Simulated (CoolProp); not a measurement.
Vapour-liquid equilibrium of CHF3 (R23) (1) + R22 (2) at 87.5 kPa; x and y are mole fractions of (1).

Computed with CoolProp (multi-fluid Helmholtz-energy mixture model, Penoncello 2003 and Kamei 1995; pair parameters Bell 2016).

```csv
x,bubble temperature (°C),y at the bubble point,dew temperature at overall composition x (°C),liquid density (mol/L)
0.05,-50.8,0.320,-44.9,16.74
0.15,[?],[?],-46.9,17.30
0.25,-66.9,0.776,-49.1,17.77
0.35,-71.3,0.849,-51.6,18.19
0.45,-74.5,0.893,-54.3,18.59
0.55,-77.0,0.923,-57.4,18.97
0.65,-79.0,0.944,-61.1,19.36
0.75,-80.7,0.962,-65.6,19.75
0.85,-82.3,0.977,-71.4,[?]
0.95,-83.8,0.992,-79.6,[?]
```

Task: What belongs in the gaps?

Result: 
- 0.15, bubble temperature (°C): -60.6
- 0.15, y at the bubble point: 0.637
- 0.85, liquid density (mol/L): 20.15
- 0.95, liquid density (mol/L): 20.56

No azeotrope shows between x = 0.05 and 0.95.

The pair parameters rest on a limited set of measurements; away from them the model extrapolates.
